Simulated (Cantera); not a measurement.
**Hydrocarbon pyrolysis for carbon deposition**

A perfectly stirred reactor is fed with 30.3 % CH4, 69.7 % N2, at 7200 Pa; it is held at 1750 K, and followed from long to short residence time.

Cantera simulation using GRI-Mech 3.0 (53 species, 325 reactions); the numbers are that mechanism's predictions, not measurements. GRI-Mech 3.0 stops at C3 and has no aromatics, soot or wall deposition, so with more carbon than oxygen in the feed, carbon stays in small species such as C2H2 where larger ones or solid carbon would form.

```tsv
τ (s)	x CH4	x C2H6	x C2H2	x H2	x H	x HCN	x C2H
1.3	0.0208	4.50e-6	0.108	0.324	0.000390	1.08e-5	9.13e-7
0.62	0.0316	9.42e-6	0.104	0.311	0.000351	5.94e-6	8.21e-7
0.29	0.0482	1.96e-5	0.0968	0.292	0.000307	3.16e-6	7.17e-7
0.13	0.0735	4.10e-5	0.0863	0.262	0.000258	1.57e-6	5.99e-7
0.063	0.104	7.54e-5	0.0734	0.226	0.000212	7.88e-7	4.85e-7
0.030	0.143	0.000130	0.0566	0.179	0.000163	3.56e-7	3.62e-7
0.014	0.189	0.000202	0.0364	0.125	0.000111	1.33e-7	2.29e-7
0.0065	0.237	0.000253	0.0163	0.0676	6.03e-5	3.38e-8	1.02e-7
0.0030	0.278	0.000193	0.00328	0.0223	2.06e-5	3.78e-9	2.13e-8
```
x: mole fraction; the columns are a selection and need not sum to one.
